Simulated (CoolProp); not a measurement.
The numbers come from the reference Helmholtz-energy equation of state, de Reuck 1990 in CoolProp.

Problem. Give the vapour pressure (MPa), liquid density (kg/m³), vapour density (kg/m³), enthalpy of vaporisation (kJ/kg) of saturated fluorine at 124.9, 131 K.

Solution. 
```json
[
 {"T (K)": "124.9", "p (MPa)": "2.13", "liquid density (kg/m³)": "1150", "vapour density (kg/m³)": "107", "enthalpy of vaporisation (kJ/kg)": "117"},
 {"T (K)": "131", "p (MPa)": "2.88", "liquid density (kg/m³)": "1070", "vapour density (kg/m³)": "153", "enthalpy of vaporisation (kJ/kg)": "101"}
]
```
